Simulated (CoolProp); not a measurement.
A closed Brayton cycle with carbon dioxide: compressor inlet 322.15 K and 9.7 MPa, high pressure 30.4 MPa, turbine inlet 655 K, compressor efficiency 0.89, turbine efficiency 0.93, recuperator effectiveness 0.9 (on enthalpy, no pinch check). Each further row changes one setting.

The numbers come from the reference Helmholtz-energy equation of state, Span 1996 in CoolProp.

```csv
case,thermal efficiency (%),net work (kJ/kg),compressor to turbine work,compressor exit (K),turbine exit (K)
as stated,29.1,67.9,0.41,395.5,531.0
turbine inlet 605 K,25.8,55.7,0.46,395.5,485.9
compressor inlet 332.15 K,26.6,57.2,0.50,422.4,531.0
high pressure 25.8 MPa,28.7,62.2,0.38,384.7,548.3
recuperator effectiveness 0.5,22.7,67.9,0.41,395.5,531.0
```
